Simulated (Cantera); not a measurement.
Feed: 1 mol Ta(OEt)5, 1.8 mol O2, held at 2750 K and 2.10 Pa.

Method: chemical equilibrium by Gibbs-energy minimisation in Cantera with the NASA 1993 tables (ideal gas, pure condensed phases). The feed counts by its element totals alone. TaC: taken at fixed stoichiometry. Condensed phases not in the tables: Ta2C. The numbers say what is thermodynamically allowed, not how fast it happens.

```json
[
 {"species": "H", "before": "0.733", "after": "0.732"},
 {"species": "CO", "before": "0.254", "after": "0.254"},
 {"species": "C", "before": "0.0108", "after": "0.00981"},
 {"species": "H2", "before": "0.00241", "after": "0.00354"},
 {"species": "Ta", "before": "5.44e-5", "after": "1.51e-5"},
 {"species": "C3", "before": "0.000172", "after": "0.000403"},
 {"species": "C2H", "before": "8.56e-6", "after": "1.80e-5"},
 {"species": "C2", "before": "0.000278", "after": "0.000387"},
 {"species": "TaC(s), mol", "before": "0.998", "after": "0.999"}
]
```
Gas species are given as mole fractions.

Q: Name the change that produced these shifts.
(A) temperature from 2750 K to 2500 K
(B) temperature from 2750 K to 2698 K
(C) pressure from 2.10 Pa to 3.00 mbar
(D) temperature from 2750 K to 1573 K

A: B, temperature from 2750 K to 2698 K
